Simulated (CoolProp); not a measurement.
Computed with CoolProp (reference Helmholtz-energy equation of state, Platzer 1990). This equation is an older, rougher fit; its heat capacities, sound speeds and derivatives of the liquid may be far off and weren't checked against measurements.

### Question
Give the vapour pressure (bar), liquid density (kg/m³), vapour density (kg/m³), enthalpy of vaporisation (kJ/kg) of saturated R21 at 290.9, 328.7 K.

### Answer
| T (K) | p (bar) | liquid density (kg/m³) | vapour density (kg/m³) | enthalpy of vaporisation (kJ/kg) |
|---|---|---|---|---|
| 290.9 | 1.41 | 1380 | 6.30 | 235 |
| 328.7 | 4.63 | 1290 | 19.4 | 211 |
